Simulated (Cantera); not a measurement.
A closed system holds: 1 mol PbO, a varied amount of H2, held at 625 °C and 19.0 Pa.

These are equilibrium values from Cantera (NASA tables, ideal gas, pure condensed phases), not measurements of a reactor. Candidate condensed phases: H2O, Pb, PbO, PbO2, Pb3O4; 12 gas species. Rates play no part.

Question: Which condensed phases are stable at each of these points (n(H2) (mol)): 0.19, 0.25, 0.34, 0.45, 0.61, 0.81, 1.1, 1.5?

Answer: 
```
n(H2) (mol)     condensed phases  Pb condensed (%)
-----------  -------------------  ----------------
0.19         Pb(l) + PbO(yellow)              99.9
0.25         Pb(l) + PbO(yellow)              99.8
0.34         Pb(l) + PbO(yellow)              99.8
0.45         Pb(l) + PbO(yellow)              99.7
0.61         Pb(l) + PbO(yellow)              99.6
0.81         Pb(l) + PbO(yellow)              99.4
1.1                        Pb(l)              99.2
1.5                        Pb(l)              99.0
```

From 0.19 mol H2 to 0.81 mol H2 the condensed part is Pb(l) + PbO(yellow). From 1.1 mol H2 to 1.5 mol H2 the condensed part is Pb(l).
